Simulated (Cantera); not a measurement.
**Thermodynamics of silicon etching in halogen gases, feed Si + HCl**

Feed: 1 mol Si, a varied amount of HCl, at 523.15 K and 3.50 mbar.

Cantera equilibrium calculation (NASA polynomials, part measured and part estimated; ideal gas, pure solids and liquids). Candidate condensed phases: Si; 19 gas species. Rates play no part.

```
n(HCl) (mol)    x HCl   x H2  x SiCl4  x SiHCl3   n Si(s)
------------  -------  -----  -------  --------  --------
2.4           2.07e-5  0.655    0.311    0.0335     0.385
3             2.07e-5  0.655    0.311    0.0335     0.231
3.9           2.07e-5  0.655    0.311    0.0335  0.000540
4.9             0.231  0.513    0.256   1.94e-6         0
6.3             0.434  0.377    0.189   5.59e-7         0
8.1             0.577  0.282    0.141   2.34e-7         0
10              0.667  0.222    0.111   1.26e-7         0
13              0.750  0.167   0.0833   6.31e-8         0
```
x: gas mole fraction; n: condensed amount in mol.

From 2.4 mol HCl to 3.9 mol HCl the condensed part is Si(s). From 4.9 mol HCl to 13 mol HCl nothing is condensed. The main Si-bearing gas is SiCl4 throughout.
